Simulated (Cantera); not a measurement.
Mixture: CO : H₂ : CH₄ : O₂ : N₂ = 1 : 0.074 : 0.3 : 1.28 : 4.8 (molar parts), equivalence ratio 0.89, at 750 Torr, adiabatic and at constant pressure. Ignition delay is the time to a rise of 400 K.

Computed with Cantera and GRI-Mech 3.0 (53 species, 325 reactions).

### Question
What does this change do: pressure from 750 Torr to 7050 Torr?

### Answer
| quantity | before | after |
|---|---|---|
| delay at 1248 K | 2.11 ms | 0.425 ms |
| delay at 1398 K | 0.612 ms | 0.123 ms |
| delay at 1548 K | 0.233 ms | 41.4 µs |
| delay at 1698 K | 0.106 ms | 16.4 µs |
| delay at 1848 K | 54.1 µs | 7.47 µs |
| apparent activation energy between 1773 and 1923 K | 120 kJ/mol | 140 kJ/mol |

### Question
What does this change do: H2 0.074 to 0.13 parts?

### Answer
```
quantity                                                before       after
--------------------------------------------------  ----------  ----------
delay at 1248 K                                        2.11 ms     1.09 ms
delay at 1398 K                                       0.612 ms    0.370 ms
delay at 1548 K                                       0.233 ms    0.158 ms
delay at 1698 K                                       0.106 ms     79.2 µs
delay at 1848 K                                        54.1 µs     43.2 µs
apparent activation energy between 1773 and 1923 K  120 kJ/mol  110 kJ/mol
```
